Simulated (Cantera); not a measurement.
A Cantera script and its output.

```python
import numpy as np
import cantera as ct

gas = ct.Solution("h2o2.yaml")
gas.TPX = 1448, 100000, {'H2': 1, 'O2': 0.556, 'N2': 1.72, 'H2O': 0.068}
reactor = ct.IdealGasReactor(gas, energy="on", clone=False)
net = ct.ReactorNet([reactor])
net.rtol, net.atol = 1e-08, 1e-16
show = ['H2', 'O2', 'H2O', 'O', 'HO2', 'H']
times = np.geomspace(1e-06, 1, 12)

steps = ct.SolutionArray(gas, extra=["t"])
rows = []
print(f"{'t/s':>10s}{'T/K':>9s}{'P/Pa':>11s}" + "".join(f"{s:>11s}" for s in show))
for t in times:
    while net.time < t:
        t_next = net.step()
        steps.append(gas.state, t=t_next)
    rows.append([np.interp(t, steps.t, y) for y in (steps.T, steps.P, *steps(*show).X.T)])
    print(f"{t:10.3e}{rows[-1][0]:9.1f}{rows[-1][1]:11.4g}" + "".join(f"{x:11.3e}" for x in rows[-1][2:]))
rate = np.gradient(steps.T, steps.t)
print("integrator steps:", len(steps.t))
if steps.T.max() > steps.T[0] + 200:
    print(f"time of steepest temperature rise: {steps.t[rate.argmax()]:.4e} s")
gas.TPX = 1448, 100000, {'H2': 1, 'O2': 0.556, 'N2': 1.72, 'H2O': 0.068}
gas.equilibrate("UV")
print(f"equilibrium (UV): T = {gas.T:.1f} K  " + "  ".join(f"{s} {gas[s].X[0]:.3e}" for s in show))
```

It prints:

```
       t/s      T/K       P/Pa         H2         O2        H2O          O        HO2          H
 1.000e-06   1448.0      1e+05  2.990e-01  1.663e-01  2.034e-02  2.961e-08  1.698e-07  2.197e-07
 3.511e-06   1448.0      1e+05  2.990e-01  1.663e-01  2.034e-02  6.264e-07  7.532e-07  4.027e-06
 1.233e-05   1495.1  1.031e+05  2.517e-01  1.460e-01  5.345e-02  4.268e-03  6.287e-05  2.580e-02
 4.329e-05   2856.7  1.807e+05  5.376e-02  3.320e-02  2.558e-01  1.733e-02  1.540e-05  3.260e-02
 1.520e-04   2995.1  1.876e+05  4.929e-02  3.088e-02  2.674e-01  1.437e-02  1.906e-05  2.540e-02
 5.337e-04   2995.1  1.876e+05  4.929e-02  3.088e-02  2.674e-01  1.437e-02  1.906e-05  2.540e-02
 1.874e-03   2995.1  1.876e+05  4.929e-02  3.088e-02  2.674e-01  1.437e-02  1.906e-05  2.540e-02
 6.579e-03   2995.1  1.876e+05  4.929e-02  3.088e-02  2.674e-01  1.437e-02  1.906e-05  2.540e-02
 2.310e-02   2995.1  1.876e+05  4.929e-02  3.088e-02  2.674e-01  1.437e-02  1.906e-05  2.540e-02
 8.111e-02   2995.1  1.876e+05  4.929e-02  3.088e-02  2.674e-01  1.437e-02  1.906e-05  2.540e-02
 2.848e-01   2995.1  1.876e+05  4.929e-02  3.088e-02  2.674e-01  1.437e-02  1.906e-05  2.540e-02
 1.000e+00   2995.1  1.876e+05  4.929e-02  3.088e-02  2.674e-01  1.437e-02  1.906e-05  2.540e-02
integrator steps: 974
time of steepest temperature rise: 1.4127e-05 s
equilibrium (UV): T = 2995.1 K  H2 4.929e-02  O2 3.088e-02  H2O 2.674e-01  O 1.437e-02  HO2 1.906e-05  H 2.540e-02
```

Cantera simulation using the H2/O2 subset of GRI-Mech 3.0, which has no nitrogen chemistry; the numbers are that mechanism's predictions, not measurements.
